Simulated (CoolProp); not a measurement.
Model: reference Helmholtz-energy equation of state, Marx 1992, in CoolProp.

Give the vapour pressure (MPa), liquid density (kg/m³), vapour density (kg/m³), enthalpy of vaporisation (kJ/kg) of saturated R113 at 339.8, 400.9, 425.3 K.


```json
[
 {"T (K)": "339.8", "p (MPa)": "0.183", "liquid density (kg/m³)": "1460", "vapour density (kg/m³)": "12.9", "enthalpy of vaporisation (kJ/kg)": "138"},
 {"T (K)": "400.9", "p (MPa)": "0.798", "liquid density (kg/m³)": "1280", "vapour density (kg/m³)": "54.7", "enthalpy of vaporisation (kJ/kg)": "113"},
 {"T (K)": "425.3", "p (MPa)": "1.27", "liquid density (kg/m³)": "1190", "vapour density (kg/m³)": "89.8", "enthalpy of vaporisation (kJ/kg)": "99.3"}
]
```
